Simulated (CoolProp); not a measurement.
Aqueous magnesium chloride as a coolant, 18 % by mass, freezing at -23.4 °C, 1 atm.

Values from CoolProp's Melinder's fits for secondary coolants.

| T (°C) | Prandtl number | density (kg/m³) | cp (kJ/(kg K)) | viscosity (mPa s) |
|---|---|---|---|---|
| -17.5 | 49.0 | 1166 | 3.100 | 7.75 |
| -8.5 | 34.5 | 1165 | 3.125 | 5.57 |
| 0.6 | 24.8 | 1162 | 3.149 | 4.10 |
| 9.6 | 18.2 | 1160 | 3.173 | 3.08 |
| 18.6 | 13.6 | 1156 | 3.197 | 2.35 |
| 27.6 | 10.2 | 1153 | 3.222 | 1.80 |
| 36.7 | 7.71 | 1149 | 3.246 | 1.38 |
